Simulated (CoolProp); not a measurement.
Fluorine along the isotherm 149.9 K: density (kg/m³) from the reference equation and from simpler models built on Tc = 144.4 K, pc = 5.240 MPa, ω = 0.045; each cubic takes its own stable root.

The numbers come from the reference Helmholtz-energy equation of state, de Reuck 1990 in CoolProp.

| p (MPa) | phase | reference | van der Waals | Redlich-Kwong | Soave-Redlich-Kwong | Peng-Robinson |
|---|---|---|---|---|---|---|
| 0.936 | gas | 30.18 | 30.05 | 30.25 | 30.24 | 30.45 |
| 1.87 | gas | 64.38 | 63.75 | 64.59 | 64.57 | 65.50 |
| 2.81 | gas | 104.7 | 103.0 | 105.1 | 105.0 | 107.4 |
| 3.74 | gas | 153.6 | 150.1 | 154.1 | 153.9 | 158.9 |
| 4.68 | gas | 219.1 | 213.4 | 219.8 | 219.2 | 228.9 |
| 5.61 | supercritical | 323.2 | 321.8 | 323.3 | 321.0 | 339.8 |
| 6.55 | supercritical | 601.3 | 556.9 | 556.0 | 545.7 | 585.8 |
| 7.49 | supercritical | 785.4 | 632.5 | 697.8 | 691.8 | 754.7 |
| 8.42 | supercritical | 852.9 | 674.0 | 768.1 | 763.7 | 838.0 |
| 9.36 | supercritical | 896.3 | 704.0 | 817.3 | 813.6 | 895.7 |
| 10.3 | supercritical | 928.6 | 727.7 | 855.5 | 852.3 | 940.2 |
| 11.2 | supercritical | 953.6 | 746.5 | 885.8 | 882.9 | 975.4 |
| 12.2 | supercritical | 976.9 | 764.5 | 914.6 | 912.0 | 1009 |
| 13.1 | supercritical | 995.1 | 778.7 | 937.3 | 934.9 | 1035 |
